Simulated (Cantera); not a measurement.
## Hydrocarbon pyrolysis for carbon deposition

A perfectly stirred reactor is fed with CH4 : N2 = 1 : 3.2 (molar parts), at 2000 Pa; it is held at 1548 K, and followed from long to short residence time.

Cantera simulation using GRI-Mech 3.0 (53 species, 325 reactions); the numbers are that mechanism's predictions, not measurements. GRI-Mech 3.0 stops at C3 and has no aromatics, soot or wall deposition, so with more carbon than oxygen in the feed, carbon stays in small species such as C2H2 where larger ones or solid carbon would form. Radical loss at walls, strong at low pressure, is not modelled.

```json
[
 {"τ (s)": "0.52", "x CH4": "0.183", "x CH2": "1.20e-7", "x H": "1.42e-5", "x C2H4": "0.00360", "x H2": "0.0636", "x C2H6": "0.000103", "x C2H": "1.04e-8"},
 {"τ (s)": "0.31", "x CH4": "0.201", "x CH2": "1.23e-7", "x H": "9.38e-6", "x C2H4": "0.00402", "x H2": "0.0413", "x C2H6": "0.000119", "x C2H": "6.22e-9"},
 {"τ (s)": "0.18", "x CH4": "0.217", "x CH2": "1.13e-7", "x H": "5.15e-6", "x C2H4": "0.00362", "x H2": "0.0223", "x C2H6": "0.000119", "x C2H": "2.80e-9"},
 {"τ (s)": "0.11", "x CH4": "0.228", "x CH2": "8.67e-8", "x H": "2.42e-6", "x C2H4": "0.00243", "x H2": "0.0103", "x C2H6": "9.54e-5", "x C2H": "9.75e-10"},
 {"τ (s)": "0.062", "x CH4": "0.235", "x CH2": "4.77e-8", "x H": "7.99e-7", "x C2H4": "0.000958", "x H2": "0.00311", "x C2H6": "5.17e-5", "x C2H": "1.88e-10"},
 {"τ (s)": "0.036", "x CH4": "0.237", "x CH2": "2.12e-8", "x H": "2.83e-7", "x C2H4": "0.000273", "x H2": "0.000863", "x C2H6": "2.14e-5", "x C2H": "3.25e-11"},
 {"τ (s)": "0.021", "x CH4": "0.238", "x CH2": "8.35e-9", "x H": "1.28e-7", "x C2H4": "6.51e-5", "x H2": "0.000261", "x C2H6": "7.54e-6", "x C2H": "5.60e-12"},
 {"τ (s)": "0.012", "x CH4": "0.238", "x CH2": "2.98e-9", "x H": "7.69e-8", "x C2H4": "1.34e-5", "x H2": "9.49e-5", "x C2H6": "2.26e-6", "x C2H": "<1e-12"},
 {"τ (s)": "0.0072", "x CH4": "0.238", "x CH2": "1.13e-9", "x H": "6.13e-8", "x C2H4": "3.03e-6", "x H2": "4.62e-5", "x C2H6": "6.87e-7", "x C2H": "<1e-12"},
 {"τ (s)": "0.0042", "x CH4": "0.238", "x CH2": "3.98e-10", "x H": "5.54e-8", "x C2H4": "6.14e-7", "x H2": "2.45e-5", "x C2H6": "1.79e-7", "x C2H": "<1e-12"}
]
```
x: mole fraction; the columns are a selection and need not sum to one.
